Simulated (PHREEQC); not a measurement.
1 kg of water holding 0.013 mol Na2CO3, 0.056 mol NaCl, 0.095 mol NaHCO3 and 0.032 mol Na2SO4 is evaporated at 25 °C; the solids stay in contact with the brine. No CO2 enters from the air. Only these solids could form: Burkeite, Halite, Mirabilite, Nahcolite, Natron, Thenardite, Trona.

Equilibrium calculation in PHREEQC: Pitzer model, pitzer.dat.

```
water left (kg)  ionic strength  water activity  Nahcolite (mol)  Thenardite (mol)  Halite (mol)  Trona (mol)  Cl in solution (mol/kgw)    pH
---------------  --------------  --------------  ---------------  ----------------  ------------  -----------  ------------------------  ----
1                         0.286           0.993                0                 0             0            0                    0.0560  8.91
0.6755                    0.424           0.990                0                 0             0            0                    0.0829  8.85
0.5552                    0.515           0.988                0                 0             0            0                     0.101  8.82
0.4563                    0.627           0.986                0                 0             0            0                     0.123  8.79
0.3082                    0.928           0.979                0                 0             0            0                     0.182  8.72
0.2082                     1.37           0.970                0                 0             0            0                     0.269  8.64
0.1711                     1.67           0.964                0                 0             0            0                     0.327  8.60
0.1407                     2.03           0.957                0                 0             0            0                     0.398  8.55
0.09502                    2.86           0.941           0.0141                 0             0            0                     0.589  8.54
0.06417                    3.72           0.927           0.0474                 0             0            0                     0.873  8.73
0.05275                    4.30           0.916           0.0590                 0             0            0                      1.06  8.83
0.04335                    5.03           0.902           0.0681                 0             0            0                      1.29  8.93
0.02929                    7.01           0.859           0.0806                 0             0            0                      1.91  9.16
0.01978                    9.47           0.791           0.0879           0.00359             0            0                      2.83  9.44
0.01614                    9.07           0.777           0.0866            0.0130             0      0.00356                      3.47  9.42
0.01313                    8.70           0.758           0.0851            0.0200             0      0.00666                      4.27  9.38
0.00868                    8.52           0.736           0.0837            0.0260        0.0118      0.00962                      5.09  9.32
```

Nahcolite from water left = 0.09502 kg (pH 8.54); Thenardite from water left = 0.01978 kg (pH 9.44); Trona from water left = 0.01614 kg (pH 9.42); Halite from water left = 0.01067 kg (pH 9.32).
